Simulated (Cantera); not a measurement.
Charge: 1 mol Fe(CO)₅, 0.37 mol CO, 98 mol N₂, equilibrated at 1400 K.

Equilibrium computed with Cantera from the NASA thermochemical tables; the gas is ideal and each condensed phase is pure. Candidate condensed phases: C, Fe, Fe(CO)₅, FeO, Fe₂O₃, Fe₃O₄; 27 gas species. Condensed phases not in the tables: cementite and carbon dissolved in iron. The numbers say what is thermodynamically allowed, not how fast it happens.

log p: log10 of the partial pressure in bar; n: condensed amount in mol.

```json
[
 {"P (Pa)": "10", "log p N₂": "-4.02", "log p CO": "-5.28", "log p Fe": "-7.81", "log p CO₂": "___", "n Fe(γ)": "0.984", "n C(graphite)": "0"},
 {"P (Pa)": "68", "log p N₂": "-3.19", "log p CO": "-4.45", "log p Fe": "-7.81", "log p CO₂": "___", "n Fe(γ)": "0.998", "n C(graphite)": "0"},
 {"P (Pa)": "460", "log p N₂": "-2.36", "log p CO": "-3.62", "log p Fe": "-7.81", "log p CO₂": "___", "n Fe(γ)": "1.000", "n C(graphite)": "0"},
 {"P (Pa)": "3200", "log p N₂": "-1.52", "log p CO": "-2.78", "log p Fe": "-7.81", "log p CO₂": "___", "n Fe(γ)": "1.000", "n C(graphite)": "0"},
 {"P (Pa)": "22000", "log p N₂": "-0.68", "log p CO": "-1.94", "log p Fe": "-7.81", "log p CO₂": "___", "n Fe(γ)": "1.000", "n C(graphite)": "0"},
 {"P (Pa)": "150000", "log p N₂": "0.15", "log p CO": "-1.11", "log p Fe": "-7.81", "log p CO₂": "___", "n Fe(γ)": "1.000", "n C(graphite)": "0.000717"},
 {"P (Pa)": "1000000", "log p N₂": "0.98", "log p CO": "-0.29", "log p Fe": "-7.81", "log p CO₂": "___", "n Fe(γ)": "1.00", "n C(graphite)": "0.00477"}
]
```

Complete the blanks.


- 10, log p CO₂: -13.10
- 68, log p CO₂: -11.67
- 460, log p CO₂: -10.01
- 3200, log p CO₂: -8.32
- 22000, log p CO₂: -6.65
- 150000, log p CO₂: -4.98
- 1000000, log p CO₂: -3.34
